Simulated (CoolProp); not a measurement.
Vapour-liquid equilibrium of R13 (1) + R11 (2) at 302 kPa; x and y are mole fractions of (1).

Values from CoolProp's multi-fluid Helmholtz-energy mixture model, Platzer 1990 and Jacobsen 1992; pair parameters Bell 2016. This equation is an older, rougher fit; its heat capacities, sound speeds and derivatives of the liquid may be far off and weren't checked against measurements.

| x | bubble temperature (K) | y at the bubble point | dew temperature at overall composition x (K) | liquid density (mol/L) |
|---|---|---|---|---|
| 0.05 | (withheld) | 0.673 | 329.9 | 10.84 |
| 0.2 | (withheld) | 0.960 | 323.7 | 11.88 |
| 0.35 | 234.7 | (withheld) | 316.6 | (withheld) |
| 0.5 | 227.7 | 0.991 | (withheld) | 12.78 |
| 0.65 | (withheld) | 0.995 | 297.7 | 13.11 |
| 0.8 | 219.8 | (withheld) | 282.9 | 13.38 |
| 0.95 | 216.2 | (withheld) | 253.2 | 13.60 |

### Question
Some entries are withheld; supply them.

### Answer

- 0.05, bubble temperature (K): 295.8
- 0.2, bubble temperature (K): 249.2
- 0.35, y at the bubble point: 0.984
- 0.35, liquid density (mol/L): 12.40
- 0.5, dew temperature at overall composition x (K): 308.2
- 0.65, bubble temperature (K): 223.3
- 0.8, y at the bubble point: 0.997
- 0.95, y at the bubble point: 0.999

No azeotrope shows between x = 0.05 and 0.95.

Pair parameters are fitted to limited data, so mixtures are less certain than the pure fluids.
